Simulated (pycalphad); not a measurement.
CALPHAD calculation (pycalphad, COST 507 light-alloy database (1999)), 1 atm. These are 1990s assessments: newer ones move some temperatures and phases. Phase fractions are per mole of atoms. Kinetics are ignored, which matters at the lower temperatures.

Task: Give the equilibrium state of Si-0.6931Y (wt.%) at 575 K.

Result: 
```
T = 575.00 K, P = 101325 Pa, N = 1 mol of atoms
G = -13475 J/mol, H = 5735 J/mol, S = 33.41 J/(mol K)  (SER reference)
chemical potentials (J/mol): Si -12999, Y -229362
phase             fraction      x(Si)       x(Y)
DIAMOND_A4          0.9934     1.0000       none
SI2Y_R              0.0066     0.6667     0.3333
```

Task: Give the equilibrium state of Si-0.6931Y (wt.%) at 1625 K.

Result: 
```
T = 1625.00 K, P = 101325 Pa, N = 1 mol of atoms
G = -65017 J/mol, H = 35867 J/mol, S = 62.08 J/(mol K)  (SER reference)
chemical potentials (J/mol): Si -64412, Y -339183
phase             fraction      x(Si)       x(Y)
DIAMOND_A4          0.9602     1.0000       none
LIQUID              0.0398     0.9448     0.0552
```

Database names, with the compositions (at.%) that they take in these runs: SI2Y_R: Si 67 Y 33. DIAMOND_A4 is diamond (Si). An entry "none" or "no" means that the model of the phase leaves that element out.
